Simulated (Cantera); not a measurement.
Mixture: CO : H₂ : CH₄ : O₂ : N₂ = 1 : 1.4 : 0.51 : 2.58 : 9.71 (molar parts), equivalence ratio 0.86, at 9.87 atm, adiabatic and at constant volume. Ignition delay is the time to a rise of 400 K.

Detailed kinetics in Cantera: GRI-Mech 3.0 (53 species, 325 reactions). Below about 1000 K GRI-Mech 3.0 lacks low-temperature oxidation paths. Below about 950 K walls govern HO2 and H2O2 in real vessels.

Q: What does this change do: O2 2.58 to 1.8 parts?

A: 
| quantity | before | after |
|---|---|---|
| delay at 875 K | 0.188 s | 0.183 s |
| delay at 1025 K | 3.53 ms | 3.53 ms |
| delay at 1175 K | 0.125 ms | 0.147 ms |
| delay at 1325 K | 17.9 µs | 26.4 µs |
| delay at 1475 K | 6.13 µs | 9.57 µs |
| apparent activation energy between 1400 and 1550 K | 100 kJ/mol | 100 kJ/mol |
